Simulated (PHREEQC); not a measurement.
## Nickel, zinc or cadmium bath

Make-up at 55 °C: 28 mmol/kgw CdSO4, 1 mmol/kgw Na2SO4 and 0.84 mmol/kgw H2SO4. Closed to the air; pH follows from the charge balance.

All values are PHREEQC results (ion-association model, phreeqc.dat), not measurements.

Precipitation was switched off in this run.

What pH does the model give?

pH 3.20.

In which forms is Cd present?

Cd+2 53 %, CdSO4 42 %, Cd(SO4)2-2 5.6 % of the Cd.

Constants without temperature data keep their 25 °C values here.
